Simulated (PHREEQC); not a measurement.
Consider water at 20 °C with 0.27 mol/kgw MgCl2, 0.00019 mol/kgw CO2 and 0.016 mol/kgw KCl. Closed to the air; pH follows from the charge balance.

Equilibrium calculation in PHREEQC: ion-association model, phreeqc.dat.

```tsv
quantity	before	after
pH	4.86	7.23
CO2 (mol/kgw)	0.000172	7.20e-6
HCO3- (mol/kgw)	9.25e-6	9.08e-5
CO3-2 (mol/kgw)	9.55e-11	2.19e-7
```

Task: What was changed between the two runs?
(A) CO2 from 0.00019 to 0.000171 mol/kgw
(B) CO2 replaced by NaHCO3 at the same molality
(C) diluted 5-fold with water
(D) KCl from 0.016 to 0.08 mol/kgw
(E) KCl left out

Result: B, CO2 replaced by NaHCO3 at the same molality

Precipitation was switched off in this run. The ionic strength passes 0.7 mol/kgw, the rough limit of the ion-association models, in every such run.
